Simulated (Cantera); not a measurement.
A perfectly stirred reactor is fed with 11.5 % H2, 88.5 % O2, at 1330 Pa; it is held at 1448 K, and followed from long to short residence time.

Model: GRI-Mech 3.0 (53 species, 325 reactions), integrated in Cantera. Radical loss at walls, strong at low pressure, is not modelled. The temperature is held fixed by assumption; the heat of reaction is taken as removed at once.

x: mole fraction; the columns are a selection and need not sum to one.

```
τ (s)        x H2   x O2     x OH      x O       x HO2       x H   x H2O2
-------  --------  -----  -------  -------  ----------  --------  -------
2.4      0.000261  0.873  0.00342  0.00364  (withheld)  0.000283  3.94e-8
0.99     0.000458  0.869  0.00453  0.00647  (withheld)  0.000671  5.14e-8
0.41     0.000787  0.864  0.00594   0.0112  (withheld)   0.00154  6.51e-8
0.17      0.00130  0.855  0.00761   0.0188  (withheld)   0.00333  7.90e-8
0.071     0.00203  0.843  0.00941   0.0296  (withheld)   0.00658  9.10e-8
0.029     0.00294  0.828   0.0111   0.0426     3.20e-6    0.0114  9.92e-8
0.012     0.00391  0.815   0.0124   0.0537     3.32e-6    0.0163  1.04e-7
0.0051    0.00511  0.808   0.0133   0.0599     3.37e-6    0.0199  1.08e-7
0.0021    0.00732  0.805   0.0143   0.0611     3.39e-6    0.0223  1.15e-7
0.00087    0.0120  0.808   0.0156   0.0572     3.39e-6    0.0237  1.27e-7
0.00036    0.0220  0.816   0.0169   0.0481     3.30e-6    0.0236  1.40e-7
```

### Question
What belongs in the gaps?

### Answer

- 2.4, x HO2: 1.08e-6
- 0.99, x HO2: 1.52e-6
- 0.41, x HO2: 2.03e-6
- 0.17, x HO2: 2.53e-6
- 0.071, x HO2: 2.94e-6
